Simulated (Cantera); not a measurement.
A closed system holds: 1 mol Si, 0.84 mol HCl, 13 mol H2, equilibrated at 630 Torr.

Cantera equilibrium calculation (NASA polynomials, part measured and part estimated; ideal gas, pure solids and liquids). Candidate condensed phases: Si; 19 gas species. Gases not in the tables: Si2H6 and higher silanes. Equilibrium is a limit: real reactors are often held back by kinetics, nucleation or transport.

**Question.** Which condensed phases are stable at each of these points (T (K)): 573, 723, 873, 1023, 1173, 1323, 1473, 1623, 1773?

**Answer.** 
```tsv
T (K)	condensed phases	Si condensed (%)
573	Si(s)	75.3
723	Si(s)	75.4
873	Si(s)	76.1
1023	Si(s)	78.3
1173	Si(s)	82.6
1323	Si(s)	87.1
1473	Si(s)	89.0
1623	Si(s)	89.1
1773	Si(l)	89.8
```

From 573 K to 1623 K the condensed part is Si(s). At 1773 K the condensed part is Si(l).
